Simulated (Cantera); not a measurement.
Hydrogen reduction and annealing atmospheres: CuO + H2 + H2O

Feed: 1 mol CuO, 3.7 mol H2, 3.2 mol H2O, at 5.40 bar.

Equilibrium computed with Cantera from the NASA thermochemical tables; the gas is ideal and each condensed phase is pure. Candidate condensed phases: Cu, CuO, Cu(OH)2, Cu2O, H2O; 12 gas species. Kinetics and transport are ignored.

From 975 K to 1275 K the condensed part is Cu(s). From 1375 K to 2075 K the condensed part is Cu(l).

| T (K) | x H2O | x H2 | x Cu | x H | x OH | x Cu2 | x O | x CuO | n Cu(s) | n Cu(l) |
|---|---|---|---|---|---|---|---|---|---|---|
| 975 | 0.609 | 0.391 | 1.03e-12 | 3.08e-10 | <1e-12 | <1e-12 | <1e-12 | <1e-12 | 1.00 | 0 |
| 1075 | 0.609 | 0.391 | 4.73e-11 | 3.95e-9 | 2.33e-11 | <1e-12 | <1e-12 | <1e-12 | 1.00 | 0 |
| 1175 | 0.609 | 0.391 | 1.12e-9 | 3.30e-8 | 3.58e-10 | <1e-12 | <1e-12 | <1e-12 | 1.00 | 0 |
| 1275 | 0.609 | 0.391 | 1.60e-8 | 1.98e-7 | 3.59e-9 | 1.03e-12 | <1e-12 | <1e-12 | 1.00 | 0 |
| 1375 | 0.609 | 0.391 | 1.52e-7 | 9.22e-7 | 2.58e-8 | 2.46e-11 | <1e-12 | <1e-12 | 0 | 1.000 |
| 1475 | 0.609 | 0.391 | 9.92e-7 | 3.49e-6 | 1.42e-7 | 3.30e-10 | 1.11e-12 | <1e-12 | 0 | 1.000 |
| 1575 | 0.609 | 0.391 | 5.06e-6 | 1.12e-5 | 6.32e-7 | 3.14e-9 | 1.52e-11 | 6.94e-12 | 0 | 1.000 |
| 1675 | 0.609 | 0.391 | 2.11e-5 | 3.13e-5 | 2.35e-6 | 2.26e-8 | 1.52e-10 | 7.86e-11 | 0 | 1.000 |
| 1775 | 0.609 | 0.391 | 7.48e-5 | 7.79e-5 | 7.55e-6 | 1.28e-7 | 1.17e-9 | 6.75e-10 | 0 | 0.999 |
| 1875 | 0.608 | 0.391 | 0.000230 | 0.000176 | 2.14e-5 | 6.02e-7 | 7.30e-9 | 4.59e-9 | 0 | 0.998 |
| 1975 | 0.608 | 0.391 | 0.000630 | 0.000368 | 5.46e-5 | 2.39e-6 | 3.78e-8 | 2.56e-8 | 0 | 0.996 |
| 2075 | 0.607 | 0.390 | 0.00156 | 0.000716 | 0.000127 | 8.24e-6 | 1.67e-7 | 1.21e-7 | 0 | 0.989 |
x: gas mole fraction; n: condensed amount in mol.
